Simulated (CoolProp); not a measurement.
Vapour-liquid equilibrium of propane (1) + benzene (2) at 295.3 K; x and y are mole fractions of (1).

Computed with CoolProp (multi-fluid Helmholtz-energy mixture model, Lemmon 2009 and Thol 2012; pair parameters Bell 2016).

| x | bubble pressure, mixture model (kPa) | bubble pressure, Raoult's law (kPa) | y, mixture model | y, Raoult's law |
|---|---|---|---|---|
| 0.05 | 97.31 | 54.80 | 0.887 | 0.807 |
| 0.2 | 286.3 | 185.9 | 0.963 | 0.952 |
| 0.35 | 414.2 | 316.9 | 0.976 | 0.977 |
| 0.5 | 515.4 | 448.0 | 0.983 | 0.988 |
| 0.65 | 609.8 | 579.0 | 0.988 | 0.993 |
| 0.8 | 711.5 | 710.1 | 0.992 | 0.997 |
| 0.95 | 835.0 | 841.1 | 0.998 | 0.999 |

The largest gap from Raoult's law is +77.6 % in bubble pressure, at x = 0.05. No azeotrope shows between x = 0.05 and 0.95.

The pair parameters rest on a limited set of measurements; away from them the model extrapolates. The gap from Raoult's law changes sign with composition, which may be real or a fault of the pair parameters; it wasn't checked against measurements. With so large a gap from Raoult's law the liquid may split in two, which this calculation doesn't test in full.
